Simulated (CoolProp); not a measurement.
A simple Rankine cycle with n-pentane: condensing at 324.15 K, boiler at 1.29 MPa, turbine inlet 426.3 K, turbine efficiency 0.7, pump efficiency 0.7, no recuperator. Each further row changes one setting.

Values from CoolProp's reference Helmholtz-energy equation of state, Thol 2019.

```json
[
 {"case": "as stated", "thermal efficiency (%)": "10.9", "net work (kJ/kg)": "56.4", "heat in (kJ/kg)": "517", "turbine exit temperature (K)": "383.3", "volume ratio over the turbine": "8.76"},
 {"case": "turbine inlet 446.3 K", "thermal efficiency (%)": "10.7", "net work (kJ/kg)": "60.8", "heat in (kJ/kg)": "568", "turbine exit temperature (K)": "405.2", "volume ratio over the turbine": "8.46"},
 {"case": "condensing temperature 316.15 K", "thermal efficiency (%)": "11.8", "net work (kJ/kg)": "63.5", "heat in (kJ/kg)": "537", "turbine exit temperature (K)": "379.2", "volume ratio over the turbine": "11.2"},
 {"case": "boiler pressure 0.903 MPa", "thermal efficiency (%)": "9.3", "net work (kJ/kg)": "49.5", "heat in (kJ/kg)": "532", "turbine exit temperature (K)": "393.5", "volume ratio over the turbine": "5.74"},
 {"case": "turbine efficiency 0.6", "thermal efficiency (%)": "9.3", "net work (kJ/kg)": "47.9", "heat in (kJ/kg)": "517", "turbine exit temperature (K)": "387.3", "volume ratio over the turbine": "8.86"}
]
```
